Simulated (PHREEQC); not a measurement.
A solution holds 0.00016 mol H2S per kg of water, at 25 °C. Closed to the air; pH follows from the charge balance.

All values are PHREEQC results (ion-association model, phreeqc.dat), not measurements.

| Item | Result |
|---|---|
| pH | 5.37 |
| ionic strength | 4.23e-6 mol/kgw |

```tsv
species	molality	activity	log γ
H2S	0.000156	0.000156	0.000
H+	4.23e-6	4.22e-6	-0.001
HS-	4.23e-6	4.22e-6	-0.001
OH-	2.40e-9	2.40e-9	-0.001
```

Precipitation was switched off in this run.
